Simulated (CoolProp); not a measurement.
Methane at 179.72 K and 0.531 MPa flows at 0.076 m/s in a round tube of 2 mm bore and 45 µm roughness, fully developed (64/Re and Nu = 3.66 if laminar; Colebrook and Gnielinski if turbulent). Each further row changes one setting.

The numbers come from the reference Helmholtz-energy equation of state, Setzmann 1991 in CoolProp.

| case | Reynolds number | Darcy friction factor | pressure drop (Pa/m) | heat-transfer coefficient (W/(m² K)) | mass flow (kg/h) |
|---|---|---|---|---|---|
| as stated | 128 | 0.501 | 4.33 | 36.5 | ___ |
| velocity 0.152 m/s | 255 | 0.251 | ___ | 36.5 | ___ |
| diameter 4 mm | 255 | 0.251 | ___ | 18.3 | 0.0206 |

Problem. Some entries are withheld; supply them.

Solution. 
- as stated, mass flow (kg/h): 0.00514
- velocity 0.152 m/s, pressure drop (Pa/m): 8.66
- velocity 0.152 m/s, mass flow (kg/h): 0.0103
- diameter 4 mm, pressure drop (Pa/m): 1.08

Viscosity comes from a separate model (Quiñones-Cisneros 2006). Thermal conductivity comes from a separate model (Friend 1989).
